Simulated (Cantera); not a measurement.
A perfectly stirred reactor is fed with 16.7 % H2, 83.3 % O2, at 1330 Pa; it is held at 1175 K, and followed from long to short residence time.

Cantera simulation using GRI-Mech 3.0 (53 species, 325 reactions); the numbers are that mechanism's predictions, not measurements. Radical loss at walls, strong at low pressure, is not modelled. The temperature is held fixed by assumption; the heat of reaction is taken as removed at once.

One state of this run: x H2 = 0.00136; x O2 = 0.810; x H2O2 = 3.30e-7; x H2O = 0.177; x HO2 = 6.54e-6. x: mole fraction; the columns are a selection and need not sum to one.

**Question.** Which value of τ (s) does it belong to?
(A) 0.25
(B) 0.11
(C) 0.57
(D) 0.0036

**Answer.** A, 0.25
